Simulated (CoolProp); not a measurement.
Vapour-liquid equilibrium of R142b (1) + R113 (2) at 303.4 K; x and y are mole fractions of (1).

Values from CoolProp's multi-fluid Helmholtz-energy mixture model, Lemmon 2006 and Marx 1992; pair parameters Bell 2016.

```
x     bubble pressure (MPa)  y at the bubble point  dew pressure at overall composition x (MPa)  liquid density (mol/L)
----  ---------------------  ---------------------  -------------------------------------------  ----------------------
0.05                0.07706                  0.315                                      0.05752                   8.378
0.15                 0.1188                  0.592                                      0.06361                   8.590
0.25                 0.1571                  0.720                                      0.07113                   8.812
0.35                 0.1925                  0.794                                      0.08064                   9.045
0.45                 0.2254                  0.845                                      0.09303                   9.289
0.55                 0.2566                  0.883                                       0.1098                   9.547
0.65                 0.2867                  0.913                                       0.1337                   9.819
0.75                 0.3166                  0.940                                       0.1699                   10.11
0.85                 0.3471                  0.964                                       0.2293                   10.42
0.95                 0.3790                  0.988                                       0.3291                   10.75
```

No azeotrope shows between x = 0.05 and 0.95.

Pair parameters are fitted to limited data, so mixtures are less certain than the pure fluids.
